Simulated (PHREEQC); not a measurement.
Consider water at 25 °C with 2.7 mmol/kgw HNO3 and 7.5 mmol/kgw ZnSO4. Closed to the air; pH follows from the charge balance.

Equilibrium calculation in PHREEQC: ion-association model, phreeqc.dat.

The ionic strength comes out as 0.0235 mol/kgw. What activity coefficients do Zn+2, NO3-, H+, Zn(SO4)2-2, SO4-2 get?

Zn+2 0.56, NO3- 0.86, H+ 0.88, Zn(SO4)2-2 0.55, SO4-2 0.56.

Precipitation was switched off in this run. Complexes and solids missing from the database can't appear.
